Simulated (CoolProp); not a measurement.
The fluid at 301.88 K and 0.114 MPa flows at 0.072 m/s in a round tube of 1 mm bore and 45 µm roughness, fully developed (64/Re and Nu = 3.66 if laminar; Colebrook and Gnielinski if turbulent). The same conditions are run with several fluids, on thermodynamics alone (safety and materials aside).

Model: reference Helmholtz-energy equation of state of each fluid (R124: de Vries 1995; C2F6 (R116): Lemmon 2006; R13: Platzer 1990; R227EA: Lemmon 2016; CH2F2 (R32): Tillner-Roth 1997), in CoolProp. The equations of Platzer and Polt are older, rougher fits.

```json
[
 {"fluid": "R124", "Reynolds number": "35.2", "Darcy friction factor": "(withheld)", "pressure drop (Pa/m)": "30.1", "heat-transfer coefficient (W/(m² K))": "49.1", "mass flow (kg/h)": "0.00130"},
 {"fluid": "C2F6 (R116)", "Reynolds number": "31.9", "Darcy friction factor": "2.00", "pressure drop (Pa/m)": "32.9", "heat-transfer coefficient (W/(m² K))": "(withheld)", "mass flow (kg/h)": "0.00129"},
 {"fluid": "R13", "Reynolds number": "(withheld)", "Darcy friction factor": "(withheld)", "pressure drop (Pa/m)": "(withheld)", "heat-transfer coefficient (W/(m² K))": "46.0", "mass flow (kg/h)": "0.000976"},
 {"fluid": "R227EA", "Reynolds number": "48.9", "Darcy friction factor": "1.31", "pressure drop (Pa/m)": "27.0", "heat-transfer coefficient (W/(m² K))": "49.8", "mass flow (kg/h)": "(withheld)"},
 {"fluid": "CH2F2 (R32)", "Reynolds number": "(withheld)", "Darcy friction factor": "5.02", "pressure drop (Pa/m)": "31.2", "heat-transfer coefficient (W/(m² K))": "(withheld)", "mass flow (kg/h)": "0.000488"}
]
```

Problem. Some entries are withheld; supply them.

Solution. 
- R124, Darcy friction factor: 1.82
- C2F6 (R116), heat-transfer coefficient (W/(m² K)): 55.2
- R13, Reynolds number: 23.8
- R13, Darcy friction factor: 2.69
- R13, pressure drop (Pa/m): 33.5
- R227EA, mass flow (kg/h): 0.00162
- CH2F2 (R32), Reynolds number: 12.7
- CH2F2 (R32), heat-transfer coefficient (W/(m² K)): 51.0

Transport values come from each fluid's own correlations; those of R124, C2F6 (R116), R13, R227EA, CH2F2 (R32) are estimates that may be off by 10 % or more.
